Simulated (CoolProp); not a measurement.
Vapour-liquid equilibrium of C3F8 (R218) (1) + R134a (2) at 0.0777 MPa; x and y are mole fractions of (1).

The numbers come from the multi-fluid Helmholtz-energy mixture model, Lemmon 2006 and Tillner-Roth 1994; pair parameters Bell 2016 in CoolProp.

Q: Give the bubble temperature and the first vapour's composition at x = 0.2, 0.35, 0.725. Is there an azeotrope?

A: x = 0.2: 229.5 K, y = 0.528; x = 0.35: 227.7 K, y = 0.600; x = 0.725: 227.0 K, y = 0.689. y crosses x between x = 0.65 and 0.725: the model has an azeotrope there.

Pair parameters are fitted to limited data, so mixtures are less certain than the pure fluids.
